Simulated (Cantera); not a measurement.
Charge: 1 mol Pb, 0.14 mol H2, held at 10.0 Torr.

Equilibrium computed with Cantera from the NASA thermochemical tables; the gas is ideal and each condensed phase is pure. Candidate condensed phases: Pb; 4 gas species. Rates play no part.

x: gas mole fraction; n: condensed amount in mol.

```csv
T (°C),x H2,x Pb,x Pb2,x H,n Pb(s),n Pb(l)
250,1.00,1.29e-12,<1e-12,<1e-12,1.00,0
325,1.00,3.40e-10,<1e-12,<1e-12,1.00,0
400,1.00,2.30e-8,<1e-12,<1e-12,0,1.00
475,1.000,6.56e-7,<1e-12,2.49e-12,0,1.00
550,1.000,1.01e-5,…,6.35e-11,0,1.000
625,1.000,9.71e-5,…,9.48e-10,0,1.000
700,0.999,0.000656,…,9.36e-9,0,1.000
775,0.997,0.00335,…,6.68e-8,0,1.000
850,0.986,0.0137,…,3.66e-7,0,0.998
925,0.953,0.0468,…,1.61e-6,0,0.993
1000,0.862,0.138,…,5.73e-6,0,0.978
1075,0.642,0.358,…,1.61e-5,0,0.922
1150,0.159,0.841,…,2.30e-5,0,0.260
```

Question: Fill in the missing entries.

Answer: 
- 550, x Pb2: 1.24e-12
- 625, x Pb2: 5.55e-11
- 700, x Pb2: 1.36e-9
- 775, x Pb2: 2.09e-8
- 850, x Pb2: 2.20e-7
- 925, x Pb2: 1.71e-6
- 1000, x Pb2: 1.03e-5
- 1075, x Pb2: 5.08e-5
- 1150, x Pb2: 0.000210
